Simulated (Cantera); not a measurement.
An isothermal, constant-pressure homogeneous reactor starts with NO : N₂ = 1 : 17 (molar parts), at 2050 K and 4900 Pa. Integrator tolerance rtol = 1e-08.

Cantera simulation using GRI-Mech 3.0 (53 species, 325 reactions); the numbers are that mechanism's predictions, not measurements. Radical loss at walls, strong at low pressure, is not modelled.

Q: What does this change do: 0.14 parts H2O added?

A: 
```json
[
 {"quantity": "x(NO) at 3.00 s", "before": "0.0482 (gas-phase equilibrium 0.00341)", "after": "0.0392 (gas-phase equilibrium 0.00338)"},
 {"quantity": "x(N₂O) at 3.00 s", "before": "1.04e-6 (gas-phase equilibrium 4.70e-8)", "after": "4.28e-7 (gas-phase equilibrium 4.63e-8)"},
 {"quantity": "x(N₂) at 3.00 s", "before": "0.948 (gas-phase equilibrium 0.970)", "after": "0.945 (gas-phase equilibrium 0.962)"},
 {"quantity": "x(O₂) at 3.00 s", "before": "0.00351 (gas-phase equilibrium 0.0257)", "after": "0.00771 (gas-phase equilibrium 0.0254)"},
 {"quantity": "x(O) at 3.00 s", "before": "0.000297 (gas-phase equilibrium 0.000709)", "after": "0.000391 (gas-phase equilibrium 0.000704)"}
]
```

Q: What does this change do: N2 17 to 120 parts?

A: 
```tsv
quantity	before	after
x(NO) at 3.00 s	0.0482 (gas-phase equilibrium 0.00341)	0.00816 (gas-phase equilibrium 0.00125)
x(N₂O) at 3.00 s	1.04e-6 (gas-phase equilibrium 4.70e-8)	3.40e-8 (gas-phase equilibrium 1.75e-8)
x(N₂) at 3.00 s	0.948 (gas-phase equilibrium 0.970)	0.992 (gas-phase equilibrium 0.995)
x(O₂) at 3.00 s	0.00351 (gas-phase equilibrium 0.0257)	3.78e-5 (gas-phase equilibrium 0.00338)
x(O) at 3.00 s	0.000297 (gas-phase equilibrium 0.000709)	3.17e-5 (gas-phase equilibrium 0.000257)
```
